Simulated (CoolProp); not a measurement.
Saturation properties of methanol (Tc = 513.4 K, pc = 8.216 MPa, ω = 0.565).

The numbers come from the reference Helmholtz-energy equation of state, de Reuck 1993 in CoolProp.

```
T (K)   p (MPa)  enthalpy of vaporisation (kJ/kg)  liquid cp (kJ/(kg K))  vapour Z  vapour viscosity (µPa s)
-----  --------  --------------------------------  ---------------------  --------  ------------------------
270.1  0.003338                              1209                  2.388    0.9876                      8.74
289.9   0.01091                              1181                  2.486    0.9797                      9.36
309.8   0.03033                              1151                  2.611    0.9690                      9.98
329.7   0.07353                              1116                  2.760    0.9544                      10.6
349.5    0.1588                              1077                  2.932    0.9352                      11.2
369.4    0.3139                              1031                  3.129    0.9095                      11.7
389.2    0.5729                             978.0                  3.353    0.8759                      12.2
409.1    0.9834                             913.6                  3.618    0.8319                      12.7
428.9     1.596                             836.2                  3.941    0.7761                      13.2
448.8     2.480                             745.0                  4.375    0.7105                      13.8
468.6     3.694                             646.0                  5.047    0.6455                      14.7
488.5     5.329                             511.9                  6.652    0.5465                      16.4
```

It boils at 337.6 K under 1 atm.

Viscosity comes from a separate model (Xiang 2006).
